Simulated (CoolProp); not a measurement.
The fluid at 298.61 K and 0.0121 MPa flows at 10 m/s in a round tube of 10 mm bore and 1.5 µm roughness, fully developed (64/Re and Nu = 3.66 if laminar; Colebrook and Gnielinski if turbulent). The same conditions are run with several fluids, on thermodynamics alone (safety and materials aside).

Model: reference Helmholtz-energy equation of state of each fluid (methanol: de Reuck 1993; R227EA: Lemmon 2016; CH2F2 (R32): Tillner-Roth 1997), in CoolProp.

Problem. Rank methanol, R227EA, CH2F2 (R32) by Reynolds number, highest first.

Solution. R227EA (7150), CH2F2 (R32) (1900), methanol (1640)

```csv
fluid,Darcy friction factor,pressure drop (Pa/m),heat-transfer coefficient (W/(m² K)),mass flow (kg/h)
methanol,0.0390,30.9,5.55,0.447
R227EA,0.0340,141,29.6,2.35
CH2F2 (R32),0.0337,42.8,4.96,0.718
```

Transport values come from each fluid's own correlations; those of R227EA, CH2F2 (R32) are estimates that may be off by 10 % or more.
